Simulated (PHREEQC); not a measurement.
Synthetic water in mg/L, 55 °C, pH 5.96, pe 12.6:

```json
[
 {"constituent": "Na", "mg/L": "13.4"},
 {"constituent": "K", "mg/L": "2.77"},
 {"constituent": "Ca", "mg/L": "1.32"},
 {"constituent": "Mg", "mg/L": "1.43"},
 {"constituent": "Cl", "mg/L": "12"},
 {"constituent": "S(6) as SO4", "mg/L": "0.991"},
 {"constituent": "Alkalinity as HCO3", "mg/L": "30.3"},
 {"constituent": "Si as SiO2", "mg/L": "0.142"}
]
```

Valence states are taken as typed.

The numbers come from PHREEQC with the ion-association model, phreeqc.dat.

| quantity | before | after |
|---|---|---|
| MgHCO3+ (mol/kgw) | 3.63e-7 | 1.36e-6 |
| CaHCO3+ (mol/kgw) | 2.32e-7 | 8.69e-7 |
| MgSO4 (mol/kgw) | 2.07e-7 | 7.16e-7 |
| NaHCO3 (mol/kgw) | 1.30e-7 | 5.03e-7 |
| SI of Quartz (SiO2) | -2.05 | -1.75 |

Q: What was changed between the two runs?
A) pH from 5.96 to 5.66 at the same alkalinity
B) temperature from 55 to 45 °C at the same typed pH
C) K from 2.77 to 8.31 mg/L
D) all concentrations times 2 at the same typed pH

A: D, all concentrations times 2 at the same typed pH

No solid was allowed to form. Away from 25 °C the constants follow the database's enthalpies or fits; those with neither stay at their 25 °C values.
